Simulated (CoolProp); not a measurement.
Saturation properties of chlorine.

Model: reference Helmholtz-energy equation of state, Thol 2021, in CoolProp.

```
T (K)  p (MPa)  liquid density (kg/m³)  vapour density (kg/m³)  enthalpy of vaporisation (kJ/kg)  liquid cp (kJ/(kg K))
-----  -------  ----------------------  ----------------------  --------------------------------  ---------------------
224    0.04928                    1605                   1.906                             295.4                 0.9379
237.4  0.09355                    1569                   3.447                             288.0                 0.9402
250.8   0.1645                    1531                   5.810                             280.2                 0.9454
264.2   0.2715                    1494                   9.251                             271.9                 0.9538
277.7   0.4262                    1454                   14.10                             263.0                 0.9660
291.1   0.6376                    1414                   20.61                             253.3                 0.9823
304.5   0.9180                    1373                   29.21                             242.8                  1.003
317.9    1.279                    1329                   40.36                             231.3                  1.031
331.3    1.734                    1283                   54.64                             218.5                  1.067
344.7    2.292                    1233                   72.83                             204.3                  1.116
358.1    2.967                    1178                   96.08                             188.2                  1.184
```

It boils at 239.2 K under 1 atm.
